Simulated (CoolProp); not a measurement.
Vapour-liquid equilibrium of CHF3 (R23) (1) + R227EA (2) at 0.00321 MPa; x and y are mole fractions of (1).

Model: multi-fluid Helmholtz-energy mixture model, Penoncello 2003 and Lemmon 2016; pair parameters Bell 2016, in CoolProp.

| x | bubble temperature (K) | y at the bubble point | dew temperature at overall composition x (K) | liquid density (mol/L) |
|---|---|---|---|---|
| 0.05 | 177.5 | 0.862 | 197.8 | 10.84 |
| 0.15 | 163.1 | 0.977 | 196.5 | 11.76 |
| 0.25 | 157.2 | 0.991 | 195.0 | 12.62 |
| 0.35 | 153.9 | 0.995 | 193.4 | 13.53 |
| 0.45 | 152.0 | 0.997 | 191.5 | 14.52 |
| 0.55 | 150.7 | 0.998 | 189.3 | 15.62 |
| 0.65 | 149.8 | 0.998 | 186.6 | 16.86 |
| 0.75 | 149.1 | 0.999 | 183.2 | 18.27 |
| 0.85 | 148.4 | 0.999 | 178.3 | 19.90 |
| 0.95 | 147.6 | 1.000 | 168.9 | 21.82 |

No azeotrope shows between x = 0.05 and 0.95.

Pair parameters are fitted to limited data, so mixtures are less certain than the pure fluids.
